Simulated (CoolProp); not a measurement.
Properties of CF4 (R14) along the isobar 0.101 MPa.

Computed with CoolProp (reference Helmholtz-energy equation of state, Platzer 1990). This equation is an older, rougher fit.

| T (K) | phase | density (kg/m³) | isothermal compressibility (1/MPa) | expansivity (1/kK) | viscosity (µPa s) |
|---|---|---|---|---|---|
| 187 | gas | 5.813 | 10.07 | 5.612 | 11.2 |
| 211.5 | gas | 5.113 | 10.02 | 4.894 | 12.6 |
| 236 | gas | 4.567 | 9.983 | 4.347 | 14.0 |
| 260.4 | gas | 4.130 | 9.961 | 3.916 | 15.3 |
| 284.9 | gas | 3.769 | 9.945 | 3.565 | 16.6 |
| 309.4 | gas | 3.466 | 9.933 | 3.272 | 17.8 |
| 333.9 | gas | 3.209 | 9.925 | 3.025 | 19.0 |
| 358.4 | gas | 2.988 | 9.918 | 2.814 | 20.1 |
| 382.8 | gas | 2.796 | 9.913 | 2.631 | 21.3 |
| 407.3 | gas | 2.627 | 9.909 | 2.470 | 22.3 |
| 431.8 | gas | 2.477 | 9.906 | 2.327 | 23.4 |

Viscosity comes from a separate model (Huber 2003), an estimate that may be off by 10 % or more.
